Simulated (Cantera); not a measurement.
**Premixed flame**

A freely propagating, adiabatic, planar premixed flame of 15.0 % CH4, 0.644 % H2, 21.6 % O2, 62.8 % N2, equivalence ratio 1.4, unburnt at 425 K and 5.00 bar; multicomponent+Soret transport, grid criteria slope 0.08 and curve 0.16, no radiation.

Computed with Cantera and GRI-Mech 3.0 (53 species, 325 reactions). Burning velocities carry a grid error of a few per cent, more on coarse grids.

```json
[
 {"z (mm)": "-0.449", "T (K)": "426", "u (m/s)": "0.325", "x CH4": "0.150", "x H2": "0.00792", "x O2": "0.215", "x CH2CO": "<1e-8", "x NO": "<1e-8", "x H2O": "8.77e-5"},
 {"z (mm)": "-0.299", "T (K)": "431", "u (m/s)": "0.330", "x CH4": "0.148", "x H2": "0.0105", "x O2": "0.215", "x CH2CO": "1.67e-7", "x NO": "<1e-8", "x H2O": "0.000794"},
 {"z (mm)": "-0.224", "T (K)": "453", "u (m/s)": "0.349", "x CH4": "0.145", "x H2": "0.0141", "x O2": "0.213", "x CH2CO": "1.34e-6", "x NO": "3.02e-8", "x H2O": "0.00351"},
 {"z (mm)": "-0.150", "T (K)": "593", "u (m/s)": "0.460", "x CH4": "0.132", "x H2": "0.0222", "x O2": "0.203", "x CH2CO": "1.97e-5", "x NO": "3.68e-7", "x H2O": "0.0196"},
 {"z (mm)": "-0.0748", "T (K)": "1152", "u (m/s)": "0.918", "x CH4": "0.0892", "x H2": "0.0394", "x O2": "0.146", "x CH2CO": "0.000216", "x NO": "5.47e-6", "x H2O": "0.0842"},
 {"z (mm)": "-0.0374", "T (K)": "1601", "u (m/s)": "1.30", "x CH4": "0.0507", "x H2": "0.0505", "x O2": "0.0916", "x CH2CO": "0.000483", "x NO": "1.26e-5", "x H2O": "0.140"},
 {"z (mm)": "0", "T (K)": "1999", "u (m/s)": "1.65", "x CH4": "0.0160", "x H2": "0.0592", "x O2": "0.0367", "x CH2CO": "0.000390", "x NO": "2.29e-5", "x H2O": "0.190"},
 {"z (mm)": "0.0374", "T (K)": "2187", "u (m/s)": "1.82", "x CH4": "0.00364", "x H2": "0.0629", "x O2": "0.0101", "x CH2CO": "9.58e-5", "x NO": "3.89e-5", "x H2O": "0.211"},
 {"z (mm)": "0.0748", "T (K)": "2247", "u (m/s)": "1.87", "x CH4": "0.00114", "x H2": "0.0652", "x O2": "0.00269", "x CH2CO": "2.86e-5", "x NO": "5.58e-5", "x H2O": "0.215"},
 {"z (mm)": "0.150", "T (K)": "2277", "u (m/s)": "1.89", "x CH4": "0.000269", "x H2": "0.0680", "x O2": "0.000267", "x CH2CO": "6.25e-6", "x NO": "7.96e-5", "x H2O": "0.214"},
 {"z (mm)": "0.299", "T (K)": "2287", "u (m/s)": "1.90", "x CH4": "5.33e-5", "x H2": "0.0697", "x O2": "2.14e-5", "x CH2CO": "1.03e-6", "x NO": "0.000103", "x H2O": "0.212"},
 {"z (mm)": "0.598", "T (K)": "2291", "u (m/s)": "1.90", "x CH4": "6.33e-6", "x H2": "0.0702", "x O2": "9.85e-6", "x CH2CO": "9.54e-8", "x NO": "0.000124", "x H2O": "0.212"},
 {"z (mm)": "1.20", "T (K)": "2293", "u (m/s)": "1.90", "x CH4": "2.06e-7", "x H2": "0.0703", "x O2": "7.75e-6", "x CH2CO": "<1e-8", "x NO": "0.000136", "x H2O": "0.212"}
]
```
x: mole fraction of selected species; z is measured from the peak of heat release.

```yaml
laminar_burning_velocity: 32.5 cm/s
thermal_thickness: 0.150 mm
peak x(CH2CO): 0.000539
grid_points: 136
```
